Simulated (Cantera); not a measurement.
Feed: 1 mol BN, 8.7 mol H₂, 13 mol NF₃, at 1.00 bar.

These are equilibrium values from Cantera (NASA tables, ideal gas, pure condensed phases), not measurements of a reactor. Candidate condensed phases: B, BN; 31 gas species. The numbers say what is thermodynamically allowed, not how fast it happens.

### Question
At 775 K, list the 6 most abundant gas species with their mole fractions, and the condensed phases.

### Answer
HF 0.589, NF₃ 0.175, N₂ 0.149, F₂ 0.0519, BF₃ 0.0338, F 0.00127. Condensed: gas only.
